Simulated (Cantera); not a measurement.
A freely propagating, adiabatic, planar premixed flame of 4.26 % C₃H₈, 17.8 % O₂, 66.9 % N₂, 11.1 % H₂O, unburnt at 700 K and 0.430 bar; mixture-averaged transport, grid criteria slope 0.08 and curve 0.16, no radiation.

Model: GRI-Mech 3.0 (53 species, 325 reactions), integrated in Cantera. GRI-Mech 3.0 was tuned for natural gas; its chemistry of propane as a main component is partial and can be far from experiment. Burning velocities carry a grid error of a few per cent, more on coarse grids.

Problem. Predict: laminar burning velocity; thermal thickness; peak x(CH₃).

Solution. 
```json
{
 "laminar_burning_velocity": "192 cm/s",
 "thermal_thickness": "0.631 mm",
 "peak x(CH₃)": "0.00378"
}
```
